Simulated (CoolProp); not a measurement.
Vapour-liquid equilibrium of ethane (1) + C2F6 (R116) (2) at -64.25 °C; x and y are mole fractions of (1).

Model: multi-fluid Helmholtz-energy mixture model, Bücker 2006 and Lemmon 2006; pair parameters Bell 2016, in CoolProp.

| x | bubble pressure, mixture model (MPa) | bubble pressure, Raoult's law (MPa) | y, mixture model | y, Raoult's law |
|---|---|---|---|---|
| 0.05 | 0.2365 | 0.2074 | 0.179 | 0.077 |
| 0.2 | 0.3222 | 0.2251 | … | 0.284 |
| 0.35 | 0.3701 | 0.2427 | … | 0.460 |
| 0.5 | 0.3895 | 0.2603 | 0.640 | 0.613 |
| 0.65 | 0.3950 | 0.2779 | … | 0.746 |
| 0.8 | … | 0.2956 | 0.721 | 0.864 |
| 0.95 | 0.3541 | 0.3132 | 0.869 | 0.968 |

### Question
What belongs in the gaps?

### Answer

- 0.2, y, mixture model: 0.466
- 0.35, y, mixture model: 0.585
- 0.65, y, mixture model: 0.674
- 0.8, bubble pressure, mixture model (MPa): 0.3914

The largest gap from Raoult's law is +52.5 % in bubble pressure, at x = 0.35. y crosses x between x = 0.65 and 0.8: the model has an azeotrope there.

Pair parameters are fitted to limited data, so mixtures are less certain than the pure fluids. With so large a gap from Raoult's law the liquid may split in two, which this calculation doesn't test in full.
